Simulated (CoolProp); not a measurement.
Properties of n-hexane at several states (Tc = 234.7 °C, pc = 3.044 MPa, ω = 0.300).

Model: reference Helmholtz-energy equation of state, Thol 2019, in CoolProp.

```
T (°C)  p (MPa)          phase  cp (kJ/(kg K))  cv (kJ/(kg K))  speed of sound (m/s)  Joule-Thomson coefficient (K/MPa)  isothermal compressibility (1/MPa)  Prandtl number
------  -------  -------------  --------------  --------------  --------------------  ---------------------------------  ----------------------------------  --------------
18.45      4.83         liquid           2.235           1.735                  1145                            -0.4179                            0.001476            6.01
73.65      4.08         liquid           2.476           1.945                 904.9                            -0.3053                            0.002529            4.61
38.85      6.83         liquid               ?           1.810                  1074                            -0.3880                            0.001705            5.45
298.35    0.959            gas               ?           2.716                 222.4                              5.866                               1.131           0.800
289.85     8.74  supercritical           3.685               ?                 261.8                              1.676                             0.05564            2.18
-25.55    0.275         liquid           2.091           1.599                  1315                            -0.4761                            0.001082            8.05
```

Q: Fill in the missing entries.

A: 
- 38.85, cp (kJ/(kg K)): 2.312
- 298.35, cp (kJ/(kg K)): 2.858
- 289.85, cv (kJ/(kg K)): 2.775

Viscosity comes from a separate model (Michailidou 2013). Thermal conductivity comes from a separate model (Assael 2013).
